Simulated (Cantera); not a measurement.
A perfectly stirred reactor is fed with CH4 : O2 : N2 = 1 : 2.2 : 8.26 (molar parts), equivalence ratio 0.91, at 1.60 bar; it is adiabatic with a 475 K inlet, and is followed from long to short residence time, starting on the burning branch (τ in s: 0.16, 0.064, 0.025, 0.0099, 0.0039, 0.0015, 0.00059, 0.00023, 9.1e-05, 3.5e-05, 1.4e-05).

Model: GRI-Mech 3.0 (53 species, 325 reactions), integrated in Cantera.

Question: What does this change do: pressure from 1.60 bar to 1.20 bar?

Answer: 
```csv
quantity,before,after
"blow-out, bracketed by the residence times tried","burning at 91.0 µs, out at 35.0 µs","burning at 91.0 µs, out at 35.0 µs"
x(CH4) at τ = 0.160 s,1.30e-6,1.58e-6
x(O2) at τ = 0.160 s,0.0182,0.0186
x(C2H6) at τ = 0.160 s,<1e-12,<1e-12
x(O) at τ = 0.160 s,0.000432,0.000498
x(CO2) at τ = 0.160 s,0.0823,0.0817
x(CH4) at τ = 1.50 ms,5.84e-5,6.57e-5
x(O2) at τ = 1.50 ms,0.0245,0.0259
x(C2H6) at τ = 1.50 ms,6.04e-10,5.78e-10
x(O) at τ = 1.50 ms,0.00172,0.00225
x(CO2) at τ = 1.50 ms,0.0726,0.0702
```

Question: What does this change do: pressure from 1.60 bar to 20.0 bar?

Answer: 
```tsv
quantity	before	after
blow-out, bracketed by the residence times tried	burning at 91.0 µs, out at 35.0 µs	burning at 35.0 µs, out at 14.0 µs
x(CH4) at τ = 0.160 s	1.30e-6	2.30e-7
x(O2) at τ = 0.160 s	0.0182	0.0162
x(C2H6) at τ = 0.160 s	<1e-12	<1e-12
x(O) at τ = 0.160 s	0.000432	0.000132
x(CO2) at τ = 0.160 s	0.0823	0.0855
x(CH4) at τ = 1.50 ms	5.84e-5	2.01e-5
x(O2) at τ = 1.50 ms	0.0245	0.0183
x(C2H6) at τ = 1.50 ms	6.04e-10	6.32e-10
x(O) at τ = 1.50 ms	0.00172	0.000180
x(CO2) at τ = 1.50 ms	0.0726	0.0843
```
The pressure lies above the range GRI-Mech 3.0 was tuned for (to about 10 atm).
